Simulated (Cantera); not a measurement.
Input: 1 mol C2H4, 0.05 mol H2O, 26 mol H2, held at 527 °C and 100000 Pa.

Method: chemical equilibrium by Gibbs-energy minimisation in Cantera with the NASA 1993 tables (ideal gas, pure condensed phases). Candidate condensed phases: C, C6H6, C7H8, C8H18, H2O; 110 gas species. Kinetics and transport are ignored.

Base state: H2 0.921, CH4 0.0768, H2O 0.00191 (mole fractions); condensed: gas only.

### Question
What changes in the equilibrium state with this change: pressure from 100000 Pa to 5500 Pa?

### Answer
```
species            before     after
----------------  -------  --------
H2                  0.921     0.934
CH4                0.0768    0.0644
H2O               0.00191   0.00103
CO                5.97e-6  0.000857
C(graphite), mol        0     0.278
```
